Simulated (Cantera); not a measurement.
## Adiabatic ignition

An adiabatic, constant-pressure homogeneous reactor starts with 3.75 % CH4, 1.39 % CO, 20.0 % O2, 74.9 % N2, equivalence ratio 0.41, at 1175 K and 740000 Pa.

Computed with Cantera and GRI-Mech 3.0 (53 species, 325 reactions).

```tsv
t (s)	T (K)	x CH4	x CO	x O2	x H2O	x HCO	x CO2	x H2O2
3.00e-6	1175	0.0375	0.0139	0.200	1.76e-9	<1e-12	2.15e-9	1.00e-11
1.05e-5	1175	0.0375	0.0139	0.200	8.23e-9	<1e-12	8.00e-9	1.16e-10
3.65e-5	1175	0.0375	0.0139	0.200	4.58e-8	<1e-12	3.31e-8	1.17e-9
0.000127	1175	0.0375	0.0139	0.200	3.93e-7	<1e-12	1.71e-7	8.12e-9
0.000444	1175	0.0374	0.0139	0.200	5.28e-6	1.85e-12	1.16e-6	3.12e-8
0.00155	1175	0.0374	0.0139	0.200	5.76e-5	2.69e-11	9.47e-6	1.06e-7
0.00540	1183	0.0364	0.0139	0.199	0.000934	9.79e-10	0.000138	2.05e-6
0.0188	2078	<1e-12	0.000137	0.118	0.0747	1.96e-12	0.0515	1.66e-7
0.0658	2077	<1e-12	0.000136	0.118	0.0747	1.92e-12	0.0515	1.65e-7
0.229	2072	<1e-12	0.000132	0.117	0.0747	1.81e-12	0.0515	1.63e-7
0.800	2065	<1e-12	0.000126	0.115	0.0747	1.64e-12	0.0515	1.58e-7
```
x: mole fraction; the columns are a selection and need not sum to one.

```
Quantity                                                               Value
---------------------------------  -----------------------------------------
time of steepest temperature rise                                    7.10 ms
temperature at 0.800 s                                                2065 K
equilibrium temperature                                               2064 K
x(CH4) at 0.800 s                      <1e-12 (gas-phase equilibrium <1e-12)
x(CO) at 0.800 s                   0.000126 (gas-phase equilibrium 0.000124)
x(O2) at 0.800 s                         0.115 (gas-phase equilibrium 0.115)
```
